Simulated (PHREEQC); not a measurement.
NaOH is added in steps, without added water, to 1 kg of water holding 0.12 mol/kgw NiCl2 and 0.061 mol/kgw K2SO4, at 25 °C. O2 is buffered at 0.21 atm. No CO2 enters from the air. No solid was allowed to form.

Base run: PHREEQC, ion-association model, wateq4f.dat. Each further column changes one thing. The table gives Ni+2 (mol/kgw).

| NaOH added (mol) | base | metal-ligand complexes left out | all activity coefficients set to 1 | Davies equation for every ion | Debye-Hückel limiting law |
|---|---|---|---|---|---|
| 0 | 0.0784 | 0.120 | 0.0387 | 0.0750 | 0.116 |
| 0.0325 | 0.0639 | 0.0985 | 0.0289 | 0.0611 | 0.0978 |
| 0.065 | 0.0521 | 0.0808 | … | … | 0.0824 |
| 0.0975 | 0.0414 | 0.0644 | 0.0159 | 0.0395 | 0.0681 |
| 0.13 | 0.0316 | 0.0491 | 0.0112 | 0.0301 | 0.0546 |
| 0.1625 | 0.0227 | 0.0349 | 0.00735 | 0.0216 | 0.0420 |
| 0.195 | 0.0147 | 0.0221 | 0.00434 | 0.0140 | 0.0303 |
| 0.2275 | 0.00797 | 0.0113 | 0.00207 | 0.00762 | 0.0198 |
| 0.26 | 0.00306 | 0.00382 | 0.000622 | 0.00296 | 0.0108 |
| 0.2925 | 0.000647 | 0.000702 | 9.27e-5 | … | 0.00420 |
| 0.325 | 6.09e-5 | 6.22e-5 | … | 5.89e-5 | 0.000751 |
| 0.3575 | 1.29e-6 | 1.31e-6 | 1.37e-7 | 1.06e-6 | 2.26e-5 |
| 0.39 | 3.13e-8 | 3.19e-8 | 3.11e-9 | 2.06e-8 | 6.17e-7 |

Q: Fill in the missing entries.

A: 
- 0.065, all activity coefficients set to 1: 0.0217
- 0.065, Davies equation for every ion: 0.0497
- 0.2925, Davies equation for every ion: 0.000634
- 0.325, all activity coefficients set to 1: 7.16e-6

In at least one series the solution becomes supersaturated in solids that the run did not let form, among them Ni(OH)2, Ni4(OH)6SO4.
